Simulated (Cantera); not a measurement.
Input: 1 mol B2O3, 4.7 mol F2, 0.48 mol N2, equilibrated at 1125 °C and 0.000450 bar.

These are equilibrium values from Cantera (NASA tables, ideal gas, pure condensed phases), not measurements of a reactor. Candidate condensed phases: B, BN, B2O3; 31 gas species. Rates play no part.

Base state: F 0.461, BF3 0.271, O2 0.203, N2 0.0649, NO 0.000202, F2 3.40e-5, O 1.95e-5 (mole fractions); condensed: gas only.

**Question.** What changes in the equilibrium state with this change: B2O3 replaced by CaO?

**Answer.** 
```json
[
 {"species": "F", "before": "0.461", "after": "0.883"},
 {"species": "O2", "before": "0.203", "after": "0.0596"},
 {"species": "N2", "before": "0.0649", "after": "0.0572"},
 {"species": "BF3", "before": "0.271", "after": "0"},
 {"species": "CaF2", "before": "0", "after": "0.000462"},
 {"species": "F2", "before": "3.40e-5", "after": "0.000125"},
 {"species": "NO", "before": "0.000202", "after": "0.000103"},
 {"species": "O", "before": "1.95e-5", "after": "1.06e-5"},
 {"species": "CaF2(s), mol", "before": "0", "after": "0.996"}
]
```
Further candidate phases: Ca, CaF2, CaO.

**Question.** What changes in the equilibrium state with this change: temperature from 1125 °C to 1552 °C?

**Answer.** 
| species | before | after |
|---|---|---|
| F | 0.461 | 0.460 |
| BF3 | 0.271 | 0.271 |
| O2 | 0.203 | 0.201 |
| O | 1.95e-5 | 0.00324 |
| NO | 0.000202 | 0.00126 |
| N2 | 0.0649 | 0.0643 |
| BOF | <1e-9 | 1.88e-5 |
| F2 | 3.40e-5 | 1.17e-6 |
